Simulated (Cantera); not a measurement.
Charge: 1 mol Si3N4, 0.24 mol N2O, 32 mol N2, at 2073 K.

Equilibrium computed with Cantera from the NASA thermochemical tables; the gas is ideal and each condensed phase is pure. Candidate condensed phases: Si, SiO2, Si2N2O, Si3N4; 16 gas species. The tables' values for SiN are old estimates; treat these amounts as uncertain. The numbers say what is thermodynamically allowed, not how fast it happens.

Question: At 4600 Pa, list the 4 most abundant gas species with their mole fractions, and the condensed phases.

Answer: N2 0.991, SiO 0.00694, Si 0.00217, Si2N 0.000125. Condensed: Si(l).
